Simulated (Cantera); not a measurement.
An isothermal, constant-pressure homogeneous reactor starts with N2O : H2 : N2 = 1 : 0.017 : 4.2 (molar parts), at 1525 K and 1350 Torr.

Model: GRI-Mech 3.0 (53 species, 325 reactions), integrated in Cantera. GRI-Mech 3.0 was tuned for natural gas; its chemistry of N2O as a main component is partial and can be far from experiment. The temperature is held fixed by assumption; the heat of reaction is taken as removed at once.

One state of this run: x N2O = 4.01e-7; x H2 = 2.21e-8; x NO = 0.0306; x H2O2 = 2.54e-10; x H = 2.64e-9. x: mole fraction; the columns are a selection and need not sum to one.

Task: Which value of t (s) does it belong to?
(A) 0.00673
(B) 0.00331
(C) 4.00
(D) 0.0137

Result: C, 4.00
